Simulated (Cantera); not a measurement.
## Adiabatic ignition

An adiabatic, constant-volume homogeneous reactor starts with 14.7 % H2, 17.9 % O2, 67.4 % N2, equivalence ratio 0.41, at 1250 K and 24.7 atm.

Detailed kinetics in Cantera: GRI-Mech 3.0 (53 species, 325 reactions). The hydrogen kinetics of GRI-Mech 3.0 are dated; newer H2 mechanisms differ, most at raised pressure. The pressure lies above the range GRI-Mech 3.0 was tuned for (to about 10 atm).

```
t (s)     T (K)  P (bar)      x H2   x O2      x H     x OH     x NO   x H2O2
--------  -----  -------  --------  -----  -------  -------  -------  -------
1.00e-6    1250     25.0     0.147  0.179  5.89e-9  1.31e-9   <1e-12  4.87e-9
5.85e-6    1250     25.0     0.147  0.179  1.12e-8  2.93e-9   <1e-12  1.75e-7
3.42e-5    1251     25.0     0.147  0.179  3.76e-7  1.49e-7   <1e-12  2.19e-5
0.000200   2501     46.4  0.000409  0.112  7.55e-5  0.00592  0.00111  2.49e-6
0.00117    2486     46.2  0.000387  0.109  6.90e-5  0.00562  0.00694  2.38e-6
0.00684    2467     45.8  0.000360  0.105  6.14e-5  0.00526   0.0144  2.24e-6
0.0400     2466     45.8  0.000359  0.105  6.10e-5  0.00525   0.0147  2.23e-6
0.234      2466     45.8  0.000359  0.105  6.10e-5  0.00525   0.0147  2.23e-6
1.37       2466     45.8  0.000359  0.105  6.10e-5  0.00525   0.0147  2.23e-6
8.00       2466     45.8  0.000359  0.105  6.10e-5  0.00525   0.0147  2.23e-6
```
x: mole fraction; the columns are a selection and need not sum to one.

```
Property                                                               Value
---------------------------------  -----------------------------------------
time of steepest temperature rise                                    64.7 µs
temperature at 8.00 s                                                 2466 K
equilibrium temperature                                               2466 K
x(H2) at 8.00 s                    0.000359 (gas-phase equilibrium 0.000359)
x(O2) at 8.00 s                          0.105 (gas-phase equilibrium 0.105)
x(H) at 8.00 s                       6.10e-5 (gas-phase equilibrium 6.10e-5)
```
